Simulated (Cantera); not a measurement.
# Ignition delay

Mixture: CH₄ : O₂ : N₂ : H₂O = 1 : 1.11 : 4.18 : 0.84 (molar parts), at 3.70 bar, adiabatic and at constant pressure. Ignition delay is the time to a rise of 400 K.

Model: GRI-Mech 3.0 (53 species, 325 reactions), integrated in Cantera.

```csv
T0 (K),delay (ms)
1298,7.02
1348,3.99
1398,2.29
1448,1.33
1498,0.780
1548,0.463
1598,0.280
1648,0.173
1698,0.109
1748,0.0714
```

```
Property                                                 Value
--------------------------------------------------  ----------
apparent activation energy between 1648 and 1748 K  210 kJ/mol
```
